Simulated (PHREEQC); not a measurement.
Dissolve 0.12 mol MgCl2 and 0.0061 mol Na2SO4 per kg of water at 25 °C. Closed to the air; pH follows from the charge balance.

Equilibrium calculation in PHREEQC: ion-association model, phreeqc.dat.

Each row changes one thing in this solution. No solid was allowed to form.

```
case                                   ionic strength (mol/kgw)  SO4-2 (mol/kgw)  NaSO4- (mol/kgw)  HSO4- (mol/kgw)
-------------------------------------  ------------------------  ---------------  ----------------  ---------------
as made                                                   0.363          0.00218           3.16e-5          2.53e-8
MgCl2 from 0.12 to 0.108 mol/kgw                          0.327          0.00224        (withheld)          2.58e-8
MgCl2 left out                                           0.0179          0.00589          0.000210       (withheld)
Na2SO4 from 0.0061 to 0.00061 mol/kgw                     0.360         0.000215           3.13e-7          2.59e-9
temperature from 25 to 10 °C                              0.365          0.00269           3.63e-5       (withheld)
0.0047 mol/kgw NaCl added                                 0.367          0.00219           4.38e-5          2.52e-8
MgCl2 from 0.12 to 0.06 mol/kgw                      (withheld)          0.00259           4.75e-5       (withheld)
```

### Question
Complete the blanks.

### Answer

- MgCl2 from 0.12 to 0.108 mol/kgw, NaSO4- (mol/kgw): 3.37e-5
- MgCl2 left out, HSO4- (mol/kgw): 3.42e-8
- temperature from 25 to 10 °C, HSO4- (mol/kgw): 1.17e-8
- MgCl2 from 0.12 to 0.06 mol/kgw, ionic strength (mol/kgw): 0.184
- MgCl2 from 0.12 to 0.06 mol/kgw, HSO4- (mol/kgw): 2.85e-8

At this temperature some constants are extrapolated from 25 °C, and those without enthalpy data are left unchanged.
